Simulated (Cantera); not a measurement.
Reactions in the system Cu-F-H

Standard-state values (1 bar) from the NASA 1993 polynomials, evaluated with Cantera. Values are per mole of reaction as written; species without (g) are pure solids or liquids, kept so even where they would boil at 1 bar.

H2(g) + CuF2 ⇌ 2 HF(g) + Cu

```
T (K)  ΔH° (kJ)  ΔS° (J/K)  ΔG° (kJ)  log10 K
-----  --------  ---------  --------  -------
1975     -100.7       79.9    -258.5     6.84
2075     -104.1       78.3    -266.4     6.71
2175     -107.4       76.7    -274.2     6.58
2275     -110.7       75.2    -281.8     6.47
2375     -114.1       73.8    -289.2     6.36
2475     -117.3       72.4    -296.5     6.26
2575     -120.6       71.1    -303.7     6.16
```
